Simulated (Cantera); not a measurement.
What does this Cantera script print?

```python
import numpy as np
import cantera as ct

gas_names = """
    H HO2 H2 H2O H2O2 O OH O2 O3 P PH PH3 PO PO2 P2 P4 P4O10
""".split()
cond_names = """
    H2O(s) H2O(L) P(cr) P(L) P4O10(s)
""".split()


# ... load() reads the species with a 1 bar reference pressure and builds the phases ...
atoms = {
    'PH3': {'P': 1, 'H': 3},
    'O2': {'O': 2},
    'H2': {'H': 2},
}
top_T = {'P4O10(s)': 690}  # K; cautious upper limits of use, not melting points


# ... equilibrate(T, P, feed) seeds the gas with the atoms and calls Mixture.equilibrate('TP', solver="vcs", rtol=1e-11, max_steps=5000) ...
results = []
T = 1123  # K
P = 9300000  # Pa
for m in [0.019, 0.031, 0.049, 0.077, 0.12, 0.19, 0.3, 0.47, 0.75, 1.2, 1.9, 2.9]:
    feed = {'PH3': 1, 'O2': m, 'H2': 0.16}  # mol
    mix = equilibrate(T, P, feed)
    results.append((T, P, feed, dict(zip(mix.species_names, mix.species_moles))))
    x = sorted(zip(gas.X, gas.species_names), reverse=True)
    print(f"T = {T:g} K  P = {P:g} Pa  n(O2) = {m:g} mol  gas = {mix.phase_moles(0):.4g} mol")
    print("   x: " + "  ".join(f"{s} {v:.3e}" for v, s in x if v > 1e-06))
    print("   condensed (mol): " + ("  ".join(f"{mix.phase(i).name} {mix.phase_moles(i):.4g}"
          for i in range(1, mix.n_phases) if mix.phase_moles(i) > 1e-12) or "none"))
```

It prints:

```
T = 1123 K  P = 9.3e+06 Pa  n(O2) = 0.019 mol  gas = 1.891 mol
   x: H2 8.360e-01  P4 1.277e-01  H2O 2.009e-02  PH3 1.441e-02  P2 1.746e-03
   condensed (mol): none
T = 1123 K  P = 9.3e+06 Pa  n(O2) = 0.031 mol  gas = 1.892 mol
   x: H2 8.236e-01  P4 1.278e-01  H2O 3.278e-02  PH3 1.409e-02  P2 1.747e-03
   condensed (mol): none
T = 1123 K  P = 9.3e+06 Pa  n(O2) = 0.049 mol  gas = 1.892 mol
   x: H2 8.050e-01  P4 1.278e-01  H2O 5.179e-02  PH3 1.362e-02  P2 1.747e-03
   condensed (mol): none
T = 1123 K  P = 9.3e+06 Pa  n(O2) = 0.077 mol  gas = 1.893 mol
   x: H2 7.761e-01  P4 1.279e-01  H2O 8.132e-02  PH3 1.289e-02  P2 1.748e-03  P4O10 1.285e-06
   condensed (mol): none
T = 1123 K  P = 9.3e+06 Pa  n(O2) = 0.12 mol  gas = 1.895 mol
   x: H2 7.333e-01  P4 1.279e-01  H2O 1.250e-01  PH3 1.184e-02  P2 1.748e-03  P4O10 1.666e-04
   condensed (mol): none
T = 1123 K  P = 9.3e+06 Pa  n(O2) = 0.19 mol  gas = 1.896 mol
   x: H2 6.965e-01  H2O 1.626e-01  P4 1.245e-01  PH3 1.089e-02  P4O10 3.776e-03  P2 1.724e-03
   condensed (mol): none
T = 1123 K  P = 9.3e+06 Pa  n(O2) = 0.3 mol  gas = 1.897 mol
   x: H2 6.783e-01  H2O 1.814e-01  P4 1.149e-01  P4O10 1.349e-02  PH3 1.026e-02  P2 1.656e-03
   condensed (mol): none
T = 1123 K  P = 9.3e+06 Pa  n(O2) = 0.47 mol  gas = 1.898 mol
   x: H2 6.648e-01  H2O 1.955e-01  P4 9.859e-02  P4O10 2.998e-02  PH3 9.577e-03  P2 1.534e-03  PO2 1.157e-06
   condensed (mol): none
T = 1123 K  P = 9.3e+06 Pa  n(O2) = 0.75 mol  gas = 1.899 mol
   x: H2 6.503e-01  H2O 2.110e-01  P4 7.098e-02  P4O10 5.788e-02  PH3 8.533e-03  P2 1.302e-03  PO2 1.298e-06
   condensed (mol): none
T = 1123 K  P = 9.3e+06 Pa  n(O2) = 1.2 mol  gas = 1.902 mol
   x: H2 6.263e-01  H2O 2.371e-01  P4O10 1.025e-01  P4 2.698e-02  PH3 6.334e-03  P2 8.027e-04  PO2 1.386e-06
   condensed (mol): none
T = 1123 K  P = 9.3e+06 Pa  n(O2) = 1.9 mol  gas = 1.91 mol
   x: H2O 6.806e-01  H2 1.885e-01  P4O10 1.309e-01  PH3 3.953e-06
   condensed (mol): none
T = 1123 K  P = 9.3e+06 Pa  n(O2) = 2.9 mol  gas = 2.73 mol
   x: H2O 6.081e-01  O2 3.004e-01  P4O10 9.158e-02
   condensed (mol): none
```

Cantera equilibrium calculation (NASA polynomials, part measured and part estimated; ideal gas, pure solids and liquids). The ideal-gas law is rough above about 30 bar. Gases not in the tables: HPO2, HPO3 and P4O6.
